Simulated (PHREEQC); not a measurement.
Model water analysis in mg/kgw, 20 °C, pH 6.47, pe 1.4: Na 15.1; K 10.2; Ca 8.58; Mg 1.16; Cl 10.6; S(6) as SO4 4.48; Alkalinity as HCO3 63; N(-3) as NH4 0.0101; B 0.00552.

Valence states are taken as typed.

Computed with PHREEQC (ion-association model, phreeqc.dat).

Precipitation was switched off in this run.

**Question.** Estimate the specific conductance, charge-balance error.

**Answer.** specific conductance 135 µS/cm; charge-balance error 0.6 %.

**Question.** In which forms is S present?

**Answer.** SO4-2 97 %, CaSO4 2.4 %, MgSO4 0.6 % of the S.
